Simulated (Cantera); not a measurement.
A freely propagating, adiabatic, planar premixed flame of C2H6 : O2 : N2 : CO2 = 1 : 3.61 : 13.6 : 5.3 (molar parts), unburnt at 373 K and 240000 Pa; mixture-averaged transport, grid criteria slope 0.08 and curve 0.16, no radiation.

Computed with Cantera and GRI-Mech 3.0 (53 species, 325 reactions). Burning velocities carry a grid error of a few per cent, more on coarse grids.

x: mole fraction of selected species; z is measured from the peak of heat release.

```
z (mm)  T (K)  u (m/s)    x C2H6        x O2  x CO2     x CH3       x N2O       x NO2
------  -----  -------  --------  ----------  -----  --------  ----------  ----------
-1.59     373    0.105    0.0425       0.153  0.225     <1e-8       <1e-8       <1e-8
-1.06     378    0.106    0.0424       0.153  0.225     <1e-8       <1e-8       <1e-8
-0.795    396    0.111    0.0421       0.151  0.225     <1e-8       <1e-8  (withheld)
-0.530    489    0.139    0.0399       0.141  0.225     <1e-8       <1e-8     1.91e-7
-0.265    838    0.241    0.0274       0.104  0.230   1.20e-7     4.83e-8     7.95e-7
-0.132   1156    0.336    0.0123      0.0700  0.239   5.13e-5     9.73e-8     5.46e-7
0        1491    0.436  0.000388      0.0336  0.256  0.000248     1.76e-7     1.35e-8
0.132    1627    0.474   2.54e-8      0.0188  0.273   3.97e-6     2.74e-7       <1e-8
0.265    1682    0.488     <1e-8      0.0146  0.281   5.23e-8     3.14e-7       <1e-8
0.530    1735    0.502     <1e-8      0.0112  0.288     <1e-8     3.26e-7       <1e-8
1.06     1777    0.512     <1e-8     0.00854  0.293     <1e-8     3.01e-7       <1e-8
2.12     1803    0.519     <1e-8     0.00672  0.297     <1e-8     2.32e-7       <1e-8
4.24     1820    0.523     <1e-8  (withheld)  0.300     <1e-8  (withheld)       <1e-8
```

Some entries are withheld; supply them.


- -0.795, x NO2: 3.05e-8
- 4.24, x O2: 0.00554
- 4.24, x N2O: 1.46e-7
